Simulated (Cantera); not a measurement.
An adiabatic, constant-volume homogeneous reactor starts with 3.19 % CH4, 0.214 % CO, 27.1 % O2, 69.5 % N2, at 1173 K and 100000 Pa.

Model: GRI-Mech 3.0 (53 species, 325 reactions), integrated in Cantera.

Predict: time of steepest temperature rise; temperature at 4.00 s; equilibrium temperature; x(CO) at 4.00 s; x(O2) at 4.00 s; x(H2O2) at 4.00 s; x(CO2) at 4.00 s.


```json
{
  "time_of_steepest_temperature_rise": "23.4 ms",
  "temperature at 4.00 s": "2046 K",
  "equilibrium_temperature": "2046 K",
  "x(CO) at 4.00 s": "0.000111 (gas-phase equilibrium 0.000110)",
  "x(O2) at 4.00 s": "0.202 (gas-phase equilibrium 0.202)",
  "x(H2O2) at 4.00 s": "8.04e-8 (gas-phase equilibrium 8.03e-8)",
  "x(CO2) at 4.00 s": "0.0339 (gas-phase equilibrium 0.0339)"
}
```
